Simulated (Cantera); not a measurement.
What does this Cantera script print?

```python
import numpy as np
import cantera as ct

gas_names = [...]  # 151 gases of nasa_gas.yaml made of C, H, N, O, Si
cond_names = """
    C(gr) C6H6(L) C7H8(L) C8H18(L),n-octa H2O(s) H2O(L) Si(cr) Si(L) SiC(b) SiO2(Lqz) SiO2(hqz) SiO2(L)
    Si2N2O(s) Si3N4(a)
""".split()


# ... load() reads the species with a 1 bar reference pressure and builds the phases ...
atoms = {
    'HMDSO': {'Si': 2, 'C': 6, 'H': 18, 'O': 1},
    'H2O': {'H': 2, 'O': 1},
    'N2': {'N': 2},
}
top_T = {'C(gr)': 4500, 'SiC(b)': 3050, 'Si2N2O(s)': 2100, 'Si3N4(a)': 2400}  # K; cautious upper limits of use, not melting points


# ... equilibrate(T, P, feed) seeds the gas with the atoms and calls Mixture.equilibrate('TP', solver="vcs", rtol=1e-11, max_steps=5000) ...
results = []
feed = {'HMDSO': 1, 'H2O': 7.4, 'N2': 1.1}  # mol
T = 1223  # K
P = 10000  # Pa
mix = equilibrate(T, P, feed)
results.append((T, P, feed, dict(zip(mix.species_names, mix.species_moles))))
print(gas.report(threshold=0.0001))
for i in range(1, mix.n_phases):
    print(f"{mix.phase(i).name:16s} {mix.phase_moles(i):12.5e} mol")
```

Output:

```
       temperature   1223 K
          pressure   10000 Pa
           density   0.0084168 kg/m^3
  mean mol. weight   8.5587 kg/kmol
   phase of matter   gas

                          1 kg             1 kmol
                     ---------------   ---------------
          enthalpy        6.5708e+05        5.6238e+06  J
   internal energy       -5.3102e+05       -4.5448e+06  J
           entropy             25054        2.1443e+05  J/K
    Gibbs function       -2.9984e+07       -2.5662e+08  J
 heat capacity c_p            3734.1             31959  J/K
 heat capacity c_v            2762.7             23645  J/K

                      mass frac. Y      mole frac. X     chem. pot. / RT
                     ---------------   ---------------   ---------------
               CH4         0.0013968        0.00074519           -43.075
                CO            0.6569           0.20072           -40.931
                H2           0.17616           0.74788           -20.622
               H2O        0.00063485        0.00030161           -59.721
                N2           0.16455          0.050273           -30.701
     [ +146 minor]        0.00034968        7.7625e-05

C(gr)             1.59109e+00 mol
Si(cr)            0.00000e+00 mol
SiC(b)            0.00000e+00 mol
SiO2(hqz)         2.00000e+00 mol
Si2N2O(s)         0.00000e+00 mol
Si3N4(a)          0.00000e+00 mol
```

Equilibrium computed with Cantera from the NASA thermochemical tables; the gas is ideal and each condensed phase is pure. The feed counts by its element totals alone. The tables hold silica as quartz up to 1696 K and as liquid above; real silica turns to tridymite and cristobalite and melts near 1996 K.
